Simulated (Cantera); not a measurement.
**Ammonia decomposition in nitride growth gas**

An isothermal, constant-pressure homogeneous reactor starts with NH3 : N2 = 1 : 0.16 (molar parts), at 1625 K and 0.470 bar.

Model: the gas-phase N/H chemistry of the illustrative SiF4/NH3 mechanism in the Surface Chemkin manual (1991), integrated in Cantera. Walls and surfaces, which speed up NH3 decomposition in real reactors, are not modelled.

```
t (s)       x NH3    x N2H4      x H     x NH   x N2      x H2    x N2H2
--------  -------  --------  -------  -------  -----  --------  --------
0.000300    0.862   2.51e-9  7.35e-9  6.62e-9  0.138   8.33e-6   1.13e-8
0.000917    0.862   2.27e-8  9.76e-9  5.65e-8  0.138   2.87e-5   1.20e-7
0.00280     0.862   1.20e-7  2.61e-8  2.31e-7  0.138  0.000154   6.82e-7
0.00857     0.861   1.60e-7  6.99e-8  2.94e-7  0.138  0.000781   9.21e-7
0.0262      0.859   1.58e-7  1.92e-7  3.04e-7  0.139   0.00276   9.17e-7
0.0801      0.851   1.54e-7  5.61e-7  3.28e-7  0.140   0.00876   9.02e-7
0.245       0.829   1.44e-7  1.65e-6  3.73e-7  0.144    0.0266   8.58e-7
0.749       0.767   1.26e-7  4.75e-6  4.15e-7  0.156    0.0766   7.38e-7
2.29        0.618   9.13e-8  1.28e-5  4.15e-7  0.185     0.196   4.97e-7
7.00        0.370   4.32e-8  2.97e-5  3.44e-7  0.234     0.396   2.08e-7
21.4        0.142   9.74e-9  5.40e-5  2.06e-7  0.278     0.580   4.38e-8
65.4       0.0380   1.01e-9  7.43e-5  8.02e-8  0.298     0.664   4.54e-9
200       0.00981  7.91e-11  8.31e-5  2.44e-8  0.304     0.686  3.59e-10
```
x: mole fraction; the columns are a selection and need not sum to one.

Equilibrium at this temperature and pressure: NH3 6.50e-6, N2H4 <1e-12, H 8.63e-5, NH 1.70e-11, N2 0.306, H2 0.694, N2H2 <1e-12 (gas phase only).
